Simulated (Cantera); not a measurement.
Al + NH₃ + H₂ (metals in furnace atmospheres)

A closed system holds: 1 mol Al, 0.76 mol NH₃, 170 mol H₂, held at 0.180 bar.

Cantera equilibrium calculation (NASA polynomials, part measured and part estimated; ideal gas, pure solids and liquids). Candidate condensed phases: Al, AlN; 13 gas species. Mutual solubility and eutectic melting of coexisting phases are not modelled. Kinetics and transport are ignored.

From 1002 °C to 1402 °C the condensed part is Al(l) + AlN(s). From 1452 °C to 1552 °C the condensed part is AlN(s). The main Al-bearing gas is AlH at 1002 °C and Al at 1552 °C. The share of Al in condensed phases is highest at 1002 °C (100.0 %) and lowest at 1552 °C (74.9 %).

| T (°C) | x H₂ | x Al | x H | x AlH | n Al(l) | n AlN(s) |
|---|---|---|---|---|---|---|
| 1002 | 1.000 | 9.23e-7 | 1.74e-6 | 1.32e-6 | 0.240 | 0.760 |
| 1052 | 1.000 | 2.78e-6 | 3.85e-6 | 3.08e-6 | 0.239 | 0.760 |
| 1102 | 1.000 | 7.74e-6 | 8.08e-6 | 6.73e-6 | 0.238 | 0.760 |
| 1152 | 1.000 | 2.00e-5 | 1.61e-5 | 1.39e-5 | 0.234 | 0.760 |
| 1202 | 1.000 | 4.83e-5 | 3.06e-5 | 2.73e-5 | 0.227 | 0.760 |
| 1252 | 1.000 | 0.000110 | 5.58e-5 | 5.12e-5 | 0.212 | 0.760 |
| 1302 | 1.000 | 0.000238 | 9.79e-5 | 9.20e-5 | 0.184 | 0.760 |
| 1352 | 0.999 | 0.000489 | 0.000166 | 0.000159 | 0.129 | 0.760 |
| 1402 | 0.998 | 0.000961 | 0.000273 | 0.000267 | 0.0294 | 0.760 |
| 1452 | 0.998 | 0.00113 | 0.000437 | 0.000270 | 0 | 0.760 |
| 1502 | 0.998 | 0.00117 | 0.000681 | 0.000241 | 0 | 0.759 |
| 1552 | 0.997 | 0.00124 | 0.00104 | 0.000224 | 0 | 0.749 |
x: gas mole fraction; n: condensed amount in mol.
